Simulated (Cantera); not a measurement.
A closed system holds: 1 mol BF3, 2.7 mol H2, held at 975 °C and 0.800 bar.

Cantera equilibrium calculation (NASA polynomials, part measured and part estimated; ideal gas, pure solids and liquids). Candidate condensed phases: B; 20 gas species. The tables' values for BF2 are old estimates; treat these amounts as uncertain. The numbers say what is thermodynamically allowed, not how fast it happens.

Base state: H2 0.725, BF3 0.266, HF 0.00453, BHF2 0.00449, BF2 3.79e-5 (mole fractions); condensed: gas only.

Q: What changes in the equilibrium state with this change: temperature from 975 °C to 1202 °C?

A: 
```csv
species,before,after
H2,0.725,0.718
BF3,0.266,0.259
HF,0.00453,0.0114
BHF2,0.00449,0.0106
H,4.45e-7,1.23e-5
BF2,3.79e-5,0.000790
```
